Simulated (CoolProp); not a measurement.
The numbers come from the reference Helmholtz-energy equation of state, Pan 2012 in CoolProp.

Q: Give the vapour pressure (kPa), vapour density (kg/m³), liquid viscosity (µPa s) of saturated R236FA at 190.5 K.

A: 
| T (K) | p (kPa) | vapour density (kg/m³) | liquid viscosity (µPa s) |
|---|---|---|---|
| 190.5 | 0.521 | 0.0501 | 2340 |

Viscosity comes from a separate model (Huber 2003), an estimate that may be off by 10 % or more.
